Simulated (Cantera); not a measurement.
# Low-pressure radical oxidation in H2/O2

An isothermal, constant-pressure homogeneous reactor starts with H₂ : O₂ = 0.022 : 1 (molar parts), equivalence ratio 0.011, at 1173 K and 20.0 Torr.

Detailed kinetics in Cantera: GRI-Mech 3.0 (53 species, 325 reactions). Radical loss at walls, strong at low pressure, is not modelled.

```json
[
 {"t (s)": "9.00e-6", "x H₂": "0.0215", "x O₂": "0.978", "x H": "1.74e-10", "x H₂O": "1.30e-12", "x OH": "3.32e-11", "x O": "3.39e-11", "x H₂O₂": "<1e-12"},
 {"t (s)": "2.56e-5", "x H₂": "0.0215", "x O₂": "0.978", "x H": "3.85e-10", "x H₂O": "2.49e-11", "x OH": "2.13e-10", "x O": "2.25e-10", "x H₂O₂": "<1e-12"},
 {"t (s)": "7.26e-5", "x H₂": "0.0215", "x O₂": "0.978", "x H": "7.78e-10", "x H₂O": "3.92e-10", "x OH": "1.09e-9", "x O": "1.27e-9", "x H₂O₂": "<1e-12"},
 {"t (s)": "0.000206", "x H₂": "0.0215", "x O₂": "0.978", "x H": "2.41e-9", "x H₂O": "5.58e-9", "x OH": "5.72e-9", "x O": "7.84e-9", "x H₂O₂": "1.34e-12"},
 {"t (s)": "0.000586", "x H₂": "0.0215", "x O₂": "0.978", "x H": "3.37e-8", "x H₂O": "1.63e-7", "x OH": "9.40e-8", "x O": "1.42e-7", "x H₂O₂": "1.10e-11"},
 {"t (s)": "0.00166", "x H₂": "0.0212", "x O₂": "0.978", "x H": "4.46e-5", "x H₂O": "0.000235", "x OH": "0.000123", "x O": "0.000188", "x H₂O₂": "1.35e-9"},
 {"t (s)": "0.00472", "x H₂": "0.000214", "x O₂": "0.962", "x H": "0.00168", "x H₂O": "0.0198", "x OH": "0.00150", "x O": "0.0146", "x H₂O₂": "8.87e-8"},
 {"t (s)": "0.0134", "x H₂": "0.000119", "x O₂": "0.968", "x H": "0.000854", "x H₂O": "0.0205", "x OH": "0.00116", "x O": "0.00970", "x H₂O₂": "7.84e-8"},
 {"t (s)": "0.0381", "x H₂": "4.90e-5", "x O₂": "0.974", "x H": "0.000222", "x H₂O": "0.0212", "x OH": "0.000743", "x O": "0.00395", "x H₂O₂": "7.14e-8"},
 {"t (s)": "0.108", "x H₂": "1.14e-5", "x O₂": "0.977", "x H": "2.51e-5", "x H₂O": "0.0215", "x OH": "0.000360", "x O": "0.000921", "x H₂O₂": "5.11e-8"},
 {"t (s)": "0.307", "x H₂": "1.90e-6", "x O₂": "0.978", "x H": "1.76e-6", "x H₂O": "0.0217", "x OH": "0.000149", "x O": "0.000156", "x H₂O₂": "2.51e-8"},
 {"t (s)": "0.873", "x H₂": "3.14e-7", "x O₂": "0.978", "x H": "1.22e-7", "x H₂O": "0.0217", "x OH": "6.15e-5", "x O": "2.63e-5", "x H₂O₂": "8.77e-9"},
 {"t (s)": "2.48", "x H₂": "6.15e-8", "x O₂": "0.978", "x H": "1.09e-8", "x H₂O": "0.0217", "x OH": "2.75e-5", "x O": "5.24e-6", "x H₂O₂": "2.62e-9"},
 {"t (s)": "7.04", "x H₂": "1.47e-8", "x O₂": "0.978", "x H": "1.30e-9", "x H₂O": "0.0218", "x OH": "1.35e-5", "x O": "1.27e-6", "x H₂O₂": "7.79e-10"},
 {"t (s)": "20.0", "x H₂": "4.17e-9", "x O₂": "0.978", "x H": "1.98e-10", "x H₂O": "0.0218", "x OH": "7.23e-6", "x O": "3.63e-7", "x H₂O₂": "2.49e-10"}
]
```
x: mole fraction; the columns are a selection and need not sum to one.

Equilibrium at this temperature and pressure: H₂ 9.70e-10, O₂ 0.978, H 2.26e-11, H₂O 0.0218, OH 3.50e-6, O 8.52e-8, H₂O₂ 6.57e-11 (gas phase only).
